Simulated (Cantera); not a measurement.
## K2CO3 + C + CO2 (calcination and drying)

Charge: 1 mol K2CO3, 0.31 mol C, 8.1 mol CO2, held at 1 atm.

These are equilibrium values from Cantera (NASA tables, ideal gas, pure condensed phases), not measurements of a reactor. Candidate condensed phases: C, K, KO2, K2CO3, K2O, K2O2; 15 gas species. Rates play no part.

```tsv
T (K)	x CO2	x K	x CO	x O2	n K2CO3(l)
1825	0.900	0.0675	0.0326	5.29e-5	0.684
1850	0.896	0.0773	0.0268	0.000128	0.631
1875	0.891	0.0869	0.0214	0.000322	0.578
1900	0.886	0.0962	0.0167	0.000830	0.524
1925	0.878	0.106	0.0132	0.00209	0.462
1950	0.864	0.119	0.0107	0.00480	0.377
1975	0.841	0.138	0.00908	0.00969	0.245
2000	0.807	0.164	0.00807	0.0173	0.0356
2025	0.800	0.168	0.00933	0.0191	0
2050	0.797	0.168	0.0111	0.0200	0
2075	0.794	0.168	0.0132	0.0210	0
```
x: gas mole fraction; n: condensed amount in mol.

From 1825 K to 2000 K the condensed part is K2CO3(l). From 2025 K to 2075 K nothing is condensed. The main K-bearing gas is K throughout.
